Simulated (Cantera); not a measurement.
Feed: 1 mol BN, 1.4 mol F2, 14 mol N2, equilibrated at 10.0 mbar.

Method: chemical equilibrium by Gibbs-energy minimisation in Cantera with the NASA 1993 tables (ideal gas, pure condensed phases). Candidate condensed phases: B, BN; 13 gas species. The tables' values for BF2 are old estimates; treat these amounts as uncertain. Equilibrium is a limit: real reactors are often held back by kinetics, nucleation or transport.

x: gas mole fraction; n: condensed amount in mol.

```csv
T (K),x N2,x BF3,x BF2,x BF,x F,n BN(s)
748,0.939,0.0606,1.50e-12,<1e-12,<1e-12,0.0667
848,0.939,0.0606,1.74e-10,<1e-12,<1e-12,0.0667
948,0.939,0.0606,7.33e-9,<1e-12,<1e-12,0.0667
1048,0.939,0.0606,1.51e-7,1.19e-11,<1e-12,0.0667
1148,0.939,0.0606,1.82e-6,8.50e-10,<1e-12,0.0667
1248,0.939,0.0606,1.47e-5,3.04e-8,<1e-12,0.0666
1348,0.939,0.0605,8.62e-5,6.37e-7,?,0.0662
1448,0.939,0.0603,0.000395,8.69e-6,?,0.0646
1548,0.939,0.0595,0.00147,8.38e-5,?,0.0583
1648,0.938,0.0572,0.00456,0.000606,?,0.0369
1748,0.935,0.0535,0.00907,0.00192,?,0
1848,0.935,0.0533,0.00958,0.00166,?,0
1948,0.935,0.0531,0.0100,0.00145,?,0
2048,0.935,0.0529,0.0104,0.00127,?,0
```

Question: What belongs in the gaps?

Answer: 
- 1348, x F: 6.14e-12
- 1448, x F: 6.40e-11
- 1548, x F: 4.93e-10
- 1648, x F: 2.94e-9
- 1748, x F: 1.90e-8
- 1848, x F: 1.85e-7
- 1948, x F: 1.43e-6
- 2048, x F: 9.09e-6
